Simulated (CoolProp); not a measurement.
Model: reference Helmholtz-energy equation of state, Tillner-Roth 1994, in CoolProp.

Problem. For R134a, give the phase and the cv (kJ/(kg K)), expansivity (1/kK), conductivity (mW/(m K)), Prandtl number at 269.7 K and 4.65 MPa; 310.8 K and 4.65 MPa.

Solution. 
- 269.7 K and 4.65 MPa: liquid; cv 0.874, expansivity 2.32, conductivity 96.1, Prandtl number 4.03
- 310.8 K and 4.65 MPa: liquid; cv 0.926, expansivity 3.21, conductivity 79.0, Prandtl number 3.26

Viscosity comes from a separate model (Huber 2003), an estimate that may be off by 10 % or more. Thermal conductivity comes from a separate model (McLinden 2000), an estimate that may be off by 10 % or more.
